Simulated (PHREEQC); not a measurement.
Consider water at 20 °C with 0.0021 mol KHF2 and 0.00021 mol CaBr2 per kg of water. Closed to the air; pH follows from the charge balance.

Equilibrium calculation in PHREEQC: ion-association model, phreeqc.dat.

This is a speciation only: nothing precipitates in the calculation.

**Question.** Order these F species by the share of F that they hold, largest first: HF2-, HF, F-.

**Answer.** F- (62 %), HF (38 %), HF2- (0.72 %)

The pH is 3.32 and the ionic strength 0.00323 mol/kgw. The solution is supersaturated, for example in Fluorite, so a real one may precipitate; this is no full list. Complexes and solids missing from the database can't appear.
